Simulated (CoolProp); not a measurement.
Nitrogen along the isotherm 97.6 K: Z from the reference equation and from simpler models built on Tc = 126.2 K, pc = 3.396 MPa, ω = 0.037; each cubic takes its own stable root.

The numbers come from the reference Helmholtz-energy equation of state, Span 2000 in CoolProp.

| p (MPa) | phase | reference |
|---|---|---|
| 1.41 | liquid | 0.06878 |
| 2.83 | liquid | 0.1366 |
| 4.24 | liquid | 0.2028 |
| 5.66 | liquid | 0.2685 |
| 7.07 | liquid | 0.3327 |
| 8.49 | liquid | 0.3966 |
| 9.9 | liquid | 0.4593 |
| 11.3 | liquid | 0.5209 |
| 12.7 | liquid | 0.5819 |
| 14.1 | liquid | 0.6423 |
| 15.6 | liquid | 0.7065 |
| 17 | liquid | 0.7659 |

Q: How far does each simpler model (van der Waals, Redlich-Kwong, Soave-Redlich-Kwong, Peng-Robinson) lie from the reference over these 12 states: mean and median of the absolute difference, and the worst?

A: 
- van der Waals: mean 39.5 %, median 38.6 %, worst +46.0 % at 97.6 K and 1.41 MPa
- Redlich-Kwong: mean 0.8 %, median 0.7 %, worst +2.1 % at 97.6 K and 1.41 MPa
- Soave-Redlich-Kwong: mean 0.8 %, median 0.7 %, worst +2.3 % at 97.6 K and 1.41 MPa
- Peng-Robinson: mean 10.9 %, median 11.1 %, worst -11.7 % at 97.6 K and 17 MPa
